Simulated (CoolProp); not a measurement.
A single-stage vapour-compression cycle with the fluid: evaporating at 196.15 K (dew point), condensing at 224.15 K (bubble point), superheat 0 K, subcooling 0 K, compressor efficiency 0.8, no pressure losses. The same conditions are run with several fluids, on thermodynamics alone (safety and materials aside).

Model: reference Helmholtz-energy equation of state of each fluid (C3F8 (R218): Lemmon 2006; propane: Lemmon 2009; R115: Lemmon 2016; R22: Kamei 1995; fluoroethane (R161): Wu 2012; C2F6 (R116): Lemmon 2006), in CoolProp.

```csv
fluid,cooling COP,pressure ratio,discharge temperature (K),refrigerating effect (kJ/kg),volumetric capacity (kJ/m³)
C3F8 (R218),4.88,5.39,227.6,92.8,113
propane,5.08,4.66,255.1,399,173
R115,5.00,5.04,235.4,113,138
R22,4.99,5.29,275.9,225,154
fluoroethane (R161),5.01,5.39,274.3,411,131
C2F6 (R116),4.75,3.59,230.8,88.9,848
```
